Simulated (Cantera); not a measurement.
Input (Python, Cantera) and output of one run.

```python
import numpy as np
import cantera as ct

gas_names = [...]  # 87 gases of nasa_gas.yaml made of C, H, Si
cond_names = """
    C(gr) C6H6(L) C7H8(L) C8H18(L),n-octa Si(cr) Si(L) SiC(b)
""".split()


# ... load() reads the species with a 1 bar reference pressure and builds the phases ...
atoms = {
    'Si(CH3)4': {'Si': 1, 'C': 4, 'H': 12},
    'C3H8': {'C': 3, 'H': 8},
    'H2': {'H': 2},
}
top_T = {'C(gr)': 4500, 'SiC(b)': 3050}  # K; cautious upper limits of use, not melting points


# ... equilibrate(T, P, feed) seeds the gas with the atoms and calls Mixture.equilibrate('TP', solver="vcs", rtol=1e-11, max_steps=5000) ...
results = []
feed = {'Si(CH3)4': 1, 'C3H8': 0.15, 'H2': 390}  # mol
P = 3000  # Pa
for T in [1698, 1848, 1998, 2148, 2298, 2448, 2598]:
    mix = equilibrate(T, P, feed)
    results.append((T, P, feed, dict(zip(mix.species_names, mix.species_moles))))
    x = sorted(zip(gas.X, gas.species_names), reverse=True)
    print(f"T = {T:g} K  P = {P:g} Pa  gas = {mix.phase_moles(0):.4g} mol")
    print("   x: " + "  ".join(f"{s} {v:.3e}" for v, s in x if v > 0.0001))
    print("   condensed (mol): " + ("  ".join(f"{mix.phase(i).name} {mix.phase_moles(i):.4g}"
          for i in range(1, mix.n_phases) if mix.phase_moles(i) > 1e-12) or "none"))
```

It prints:

```
T = 1698 K  P = 3000 Pa  gas = 396.8 mol
   x: H2 9.991e-01  H 8.345e-04
   condensed (mol): C(gr) 3.38  SiC(b) 0.9998
T = 1848 K  P = 3000 Pa  gas = 397.2 mol
   x: H2 9.967e-01  H 3.056e-03  C2H2,acetylene 2.566e-04
   condensed (mol): C(gr) 3.241  SiC(b) 0.9965
T = 1998 K  P = 3000 Pa  gas = 398.5 mol
   x: H2 9.899e-01  H 9.215e-03  C2H2,acetylene 7.504e-04
   condensed (mol): C(gr) 2.882  SiC(b) 0.9604
T = 2148 K  P = 3000 Pa  gas = 401.7 mol
   x: H2 9.735e-01  H 2.374e-02  C2H2,acetylene 1.864e-03  Si 6.688e-04
   condensed (mol): C(gr) 2.236  SiC(b) 0.6524
T = 2298 K  P = 3000 Pa  gas = 408.5 mol
   x: H2 9.400e-01  H 5.361e-02  C2H2,acetylene 4.021e-03  Si 1.903e-03  SiC2 2.609e-04  SiH 1.178e-04
   condensed (mol): C(gr) 0.8964
T = 2448 K  P = 3000 Pa  gas = 420.3 mol
   x: H2 8.845e-01  H 1.081e-01  C2H2,acetylene 4.926e-03  Si 1.957e-03  SiC2 2.805e-04
   condensed (mol): none
T = 2598 K  P = 3000 Pa  gas = 440.9 mol
   x: H2 7.967e-01  H 1.962e-01  C2H2,acetylene 4.639e-03  Si 1.943e-03  SiC2 2.390e-04  C2H 1.001e-04
   condensed (mol): none
```

Cantera equilibrium calculation (NASA polynomials, part measured and part estimated; ideal gas, pure solids and liquids). Gases not in the tables: Si2H6 and higher silanes.
